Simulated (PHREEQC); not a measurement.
A made-up water analysis in mg/kgw, 25 °C, pH 2.35, pe 12:

| constituent | mg/kgw |
|---|---|
| Na | 1720 |
| K | 107 |
| Ca | 131 |
| Mg | 16.8 |
| Cl | 195 |
| S(6) as SO4 | 4170 |
| Fe(3) | 4.69 |

Cl is adjusted to close the charge balance.
Valence states are taken as typed.

The numbers come from PHREEQC with the ion-association model, phreeqc.dat.

- ionic strength = 0.117 mol/kgw
- specific conductance = 9240 µS/cm
- density = 1.003 g/cm³
- total alkalinity = -11.9 meq/kg

| species | molality | activity | log γ |
|---|---|---|---|
| Na+ | 0.0709 | 0.0550 | -0.110 |
| SO4-2 | 0.0313 | 0.0111 | -0.451 |
| Cl- | 0.0106 | 0.00802 | -0.122 |
| HSO4- | 0.00621 | 0.00480 | -0.112 |
| H+ | 0.00545 | 0.00447 | -0.087 |
| NaSO4- | 0.00392 | 0.00305 | -0.109 |
| K+ | 0.00254 | 0.00192 | -0.123 |
| Ca+2 | 0.00187 | 0.000701 | -0.427 |
| CaSO4 | 0.00134 | 0.00138 | 0.012 |
| Mg+2 | 0.000348 | 0.000136 | -0.408 |
| MgSO4 | 0.000343 | 0.000353 | 0.012 |
| KSO4- | 0.000191 | 0.000149 | -0.109 |

This is a speciation only: nothing precipitates in the calculation. The solution is supersaturated, for example in Hematite (slow to form), Goethite (slow to form), so a real one may precipitate; this is no full list.
